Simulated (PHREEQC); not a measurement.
Consider water at 18 °C with 0.0028 mol/kgw CuSO4. Closed to the air; pH follows from the charge balance.

All values are PHREEQC results (ion-association model, wateq4f.dat), not measurements.

* **pH**: 5.19
* **ionic strength**: 0.00926 mol/kgw

| species | molality | activity | log γ |
|---|---|---|---|
| SO4-2 | 0.00231 | 0.00157 | -0.168 |
| Cu+2 | 0.00231 | 0.00159 | -0.163 |
| CuSO4 | 0.000484 | 0.000485 | 0.001 |
| H+ | 7.10e-6 | 6.51e-6 | -0.038 |
| CuOH+ | 2.69e-6 | 2.44e-6 | -0.043 |
| Cu2(OH)2+2 | 1.89e-6 | 1.28e-6 | -0.171 |
| HSO4- | 9.46e-7 | 8.58e-7 | -0.042 |
| Cu(OH)2 | 7.81e-7 | 7.83e-7 | 0.001 |

No solid was allowed to form.
